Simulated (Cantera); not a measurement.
Silicon oxide and oxynitride deposition: SiH4 + O3

Input: 1 mol SiH4, 0.078 mol O3, equilibrated at 12.0 mbar.

Equilibrium computed with Cantera from the NASA thermochemical tables; the gas is ideal and each condensed phase is pure. Candidate condensed phases: H2O, Si, SiO2; 18 gas species. Mutual solubility and eutectic melting of coexisting phases are not modelled. The tables hold silica as quartz up to 1696 K and as liquid above; real silica turns to tridymite and cristobalite and melts near 1996 K. Gases not in the tables: Si2H6 and higher silanes. Rates play no part.

```tsv
T (K)	x H2	x SiO	x H	x Si	x SiH	x SiH2	n Si(s)	n SiO2(α-quartz)	n SiO2(β-quartz)	n Si(l)
750	1.00	<1e-12	2.89e-12	<1e-12	<1e-12	<1e-12	0.883	0.117	0	0
850	1.00	2.68e-11	1.87e-10	<1e-12	<1e-12	<1e-12	0.883	0	0.117	0
950	1.00	4.81e-9	5.08e-9	<1e-12	<1e-12	2.03e-11	0.883	0	0.117	0
1050	1.00	3.16e-7	7.40e-8	<1e-12	<1e-12	3.74e-10	0.883	0	0.117	0
1150	1.000	9.94e-6	6.81e-7	1.65e-11	3.79e-11	4.15e-9	0.883	0	0.117	0
1250	1.000	0.000178	4.41e-6	6.92e-10	8.36e-10	3.13e-8	0.883	0	0.117	0
1350	0.998	0.00206	2.17e-5	1.66e-8	1.16e-8	1.74e-7	0.881	0	0.115	0
1450	0.983	0.0168	8.56e-5	2.56e-7	1.11e-7	7.56e-7	0.866	0	0.0999	0
1550	0.896	0.104	0.000272	2.77e-6	7.54e-7	2.50e-6	0.767	0	0.000773	0
1650	0.894	0.105	0.000784	2.23e-5	4.23e-6	7.74e-6	0.766	0	0	0
1750	0.893	0.105	0.00201	0.000125	1.71e-5	1.86e-5	0	0	0	0.766
1850	0.890	0.104	0.00464	0.000537	5.51e-5	3.75e-5	0	0	0	0.765
1950	0.884	0.104	0.00984	0.00198	0.000156	7.01e-5	0	0	0	0.761
2050	0.871	0.103	0.0193	0.00644	0.000398	0.000122	0	0	0	0.750
```
x: gas mole fraction; n: condensed amount in mol.

At 750 K the condensed part is Si(s) + SiO2(α-quartz). From 850 K to 1550 K the condensed part is Si(s) + SiO2(β-quartz). At 1650 K the condensed part is Si(s). From 1750 K to 2050 K the condensed part is Si(l).
